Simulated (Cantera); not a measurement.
Cantera run:

```python
import numpy as np
import cantera as ct

gas_names = [...]  # 109 gases of nasa_gas.yaml made of C, Cl, H, Si
cond_names = """
    C(gr) C6H6(L) C7H8(L) C8H18(L),n-octa Si(cr) Si(L) SiC(b)
""".split()


# ... load() reads the species with a 1 bar reference pressure and builds the phases ...
atoms = {
    'CH3SiCl3': {'C': 1, 'H': 3, 'Si': 1, 'CL': 3},
    'C2H2': {'C': 2, 'H': 2},
    'H2': {'H': 2},
    'HCl': {'H': 1, 'CL': 1},
}
top_T = {'C(gr)': 4500, 'SiC(b)': 3050}  # K; cautious upper limits of use, not melting points


# ... equilibrate(T, P, feed) seeds the gas with the atoms and calls Mixture.equilibrate('TP', solver="vcs", rtol=1e-11, max_steps=5000) ...
results = []
feed = {'CH3SiCl3': 1, 'C2H2': 0.19, 'H2': 25, 'HCl': 0.061}  # mol
T = 1150  # K
P = 40000  # Pa
mix = equilibrate(T, P, feed)
results.append((T, P, feed, dict(zip(mix.species_names, mix.species_moles))))
x = sorted(zip(gas.X, gas.species_names), reverse=True)
print(f"T = {T:g} K  P = {P:g} Pa  gas = {mix.phase_moles(0):.4g} mol")
print("   x: " + "  ".join(f"{s} {v:.3e}" for v, s in x if v > 1e-06))
print("   condensed (mol): " + ("  ".join(f"{mix.phase(i).name} {mix.phase_moles(i):.4g}"
      for i in range(1, mix.n_phases) if mix.phase_moles(i) > 1e-12) or "none"))
```

It prints:

```
T = 1150 K  P = 40000 Pa  gas = 27.94 mol
   x: H2 8.931e-01  HCL 9.578e-02  CH4 7.468e-03  SiCL4 2.937e-03  SiHCL3 5.562e-04  SiCL3 8.627e-05  SiCL2 2.771e-05  SiH2CL2 1.322e-05
   condensed (mol): C(gr) 0.2725  SiC(b) 0.8988
```

Equilibrium computed with Cantera from the NASA thermochemical tables; the gas is ideal and each condensed phase is pure. The feed counts by its element totals alone. The tables' values for SiCl3 are old estimates; treat these amounts as uncertain.
